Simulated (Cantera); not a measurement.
## Ignition delay

Mixture: 6.93 % CH4, 9.90 % O2, 59.3 % N2, 22.9 % H2O, 0.970 % CO2, equivalence ratio 1.4, at 35.5 atm, adiabatic and at constant pressure. Ignition delay is the time to a rise of 400 K.

Detailed kinetics in Cantera: GRI-Mech 3.0 (53 species, 325 reactions). The pressure lies above the range GRI-Mech 3.0 was tuned for (to about 10 atm).

| T0 (K) | delay (ms) |
|---|---|
| 1000 | 40.3 |
| 1075 | 11.4 |
| 1150 | 3.97 |
| 1225 | 1.62 |
| 1300 | 0.747 |
| 1375 | 0.375 |
| 1450 | 0.198 |
| 1525 | 0.106 |
| 1600 | 0.0573 |

```
Property                                                Result
--------------------------------------------------  ----------
apparent activation energy between 1450 and 1600 K  160 kJ/mol
```
